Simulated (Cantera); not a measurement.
Hydrocarbon pyrolysis for carbon deposition

A perfectly stirred reactor is fed with 1.41 % C2H6, 98.4 % N2, 0.211 % H2O, at 0.132 atm; it is held at 1675 K, and followed from long to short residence time.

Model: GRI-Mech 3.0 (53 species, 325 reactions), integrated in Cantera. GRI-Mech 3.0 stops at C3 and has no aromatics, soot or wall deposition, so with more carbon than oxygen in the feed, carbon stays in small species such as C2H2 where larger ones or solid carbon would form.

| τ (s) | x C2H6 | x CH3 | x C2H | x H2 | x C2H4 | x CH4 |
|---|---|---|---|---|---|---|
| 18 | 2.98e-7 | 2.74e-5 | 1.49e-7 | 0.0289 | 5.13e-6 | 0.000560 |
| 5.7 | 8.72e-7 | 4.61e-5 | 1.81e-7 | 0.0280 | 8.95e-6 | 0.000783 |
| 1.8 | 2.46e-6 | 7.63e-5 | 2.34e-7 | 0.0270 | 1.84e-5 | 0.00101 |
| 0.55 | 6.97e-6 | 0.000126 | 3.13e-7 | 0.0261 | 4.19e-5 | 0.00125 |
| 0.17 | 1.93e-5 | 0.000208 | 4.13e-7 | 0.0251 | 0.000100 | 0.00154 |
| 0.053 | 5.37e-5 | 0.000346 | 5.21e-7 | 0.0239 | 0.000246 | 0.00195 |
| 0.016 | 0.000155 | 0.000588 | 6.29e-7 | 0.0222 | 0.000623 | 0.00249 |
| 0.0051 | 0.000429 | 0.000981 | 7.04e-7 | 0.0196 | 0.00145 | 0.00298 |
| 0.0016 | 0.00120 | 0.00163 | 6.84e-7 | 0.0158 | 0.00302 | 0.00306 |
x: mole fraction; the columns are a selection and need not sum to one.
